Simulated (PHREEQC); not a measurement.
Polishing slurry liquid (model solution)

Dissolve 0.0013 mol KOH, 0.038 mol KNO3, 0.0018 mol CuSO4 and 0.00049 mol Cu(BF4)2 per kg of water at 16 °C. Closed to the air; pH follows from the charge balance.

The numbers come from PHREEQC with the ion-association model, phreeqc.dat.

Precipitation was switched off in this run.

Q: What pH, specific conductance does the model give?

A: pH 3.50; specific conductance 4410 µS/cm.

Q: In which forms is S present?

A: SO4-2 82 %, KSO4- 8.9 %, CuSO4 7.7 %, HSO4- 1.2 % of the S.

Real BF4- forms and hydrolyses slowly; the run takes it at equilibrium.
